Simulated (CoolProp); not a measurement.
Vapour-liquid equilibrium of CH2F2 (R32) (1) + R227EA (2) at 170.9 K; x and y are mole fractions of (1).

Values from CoolProp's multi-fluid Helmholtz-energy mixture model, Tillner-Roth 1997 and Lemmon 2016; pair parameters Bell 2016.

Problem. Give the bubble pressure and the first vapour's composition at x = 0.15, 0.25, 0.35. Is there an azeotrope?

Solution. x = 0.15: 0.001064 MPa, y = 0.821; x = 0.25: 0.001548 MPa, y = 0.890; x = 0.35: 0.001926 MPa, y = 0.920. No azeotrope shows between x = 0.05 and 0.95.

Pair parameters are fitted to limited data, so mixtures are less certain than the pure fluids. With so large a gap from Raoult's law the liquid may split in two, which this calculation doesn't test in full.
